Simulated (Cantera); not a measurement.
## Pyrogenic steam for wet oxidation

A perfectly stirred reactor is fed with H₂ : O₂ : N₂ = 0.68 : 1 : 1.6 (molar parts), at 0.701 atm; it is held at 1000 K, and followed from long to short residence time.

Cantera simulation using GRI-Mech 3.0 (53 species, 325 reactions); the numbers are that mechanism's predictions, not measurements. The temperature is held fixed by assumption; the heat of reaction is taken as removed at once.

```csv
τ (s),x H₂,x O₂,x OH,x NO,x HO₂
18,0.00163,0.225,6.79e-7,5.96e-10,1.71e-5
3.1,0.00548,0.227,1.12e-6,3.35e-10,4.02e-5
0.55,0.0193,0.232,1.64e-6,1.60e-10,8.53e-5
0.096,0.0557,0.246,2.62e-6,1.83e-10,0.000148
0.017,0.0787,0.255,9.00e-6,6.90e-10,0.000205
0.0029,0.0795,0.255,5.26e-5,4.43e-9,0.000236
0.00052,0.0913,0.260,0.000233,1.89e-8,0.000241
```
x: mole fraction; the columns are a selection and need not sum to one.
